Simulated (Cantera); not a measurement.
Input: 1 mol Fe3O4, 2.2 mol CO, 0.84 mol H2, held at 5.40 mbar.

Method: chemical equilibrium by Gibbs-energy minimisation in Cantera with the NASA 1993 tables (ideal gas, pure condensed phases). Candidate condensed phases: C, C6H6, C7H8, C8H18, Fe, Fe(CO)5, FeO, Fe(OH)2, Fe(OH)3, Fe2O3, Fe3O4, H2O; 114 gas species. The tables' stoichiometric FeO is somewhat more stable than real wüstite, so its field is too wide. FeO: taken at fixed stoichiometry. Kinetics and transport are ignored.

Task: Which condensed phases are stable at each of these points (T (°C)): 725, 825, 925, 1025, 1125, 1225, 1325, 1425, 1525, 1625, 1725, 1825?

Result: 
```json
[
 {"T (°C)": "725", "condensed phases": "FeO(s)", "Fe condensed (%)": "100.0"},
 {"T (°C)": "825", "condensed phases": "FeO(s)", "Fe condensed (%)": "100.0"},
 {"T (°C)": "925", "condensed phases": "FeO(s)", "Fe condensed (%)": "100.0"},
 {"T (°C)": "1025", "condensed phases": "FeO(s)", "Fe condensed (%)": "100.0"},
 {"T (°C)": "1125", "condensed phases": "FeO(s)", "Fe condensed (%)": "100.0"},
 {"T (°C)": "1225", "condensed phases": "FeO(s)", "Fe condensed (%)": "100.0"},
 {"T (°C)": "1325", "condensed phases": "FeO(s)", "Fe condensed (%)": "100.0"},
 {"T (°C)": "1425", "condensed phases": "FeO(l)", "Fe condensed (%)": "100.0"},
 {"T (°C)": "1525", "condensed phases": "FeO(l)", "Fe condensed (%)": "99.8"},
 {"T (°C)": "1625", "condensed phases": "FeO(l)", "Fe condensed (%)": "99.3"},
 {"T (°C)": "1725", "condensed phases": "FeO(l)", "Fe condensed (%)": "97.8"},
 {"T (°C)": "1825", "condensed phases": "FeO(l)", "Fe condensed (%)": "94.6"}
]
```

From 725 °C to 1325 °C the condensed part is FeO(s). From 1425 °C to 1825 °C the condensed part is FeO(l).
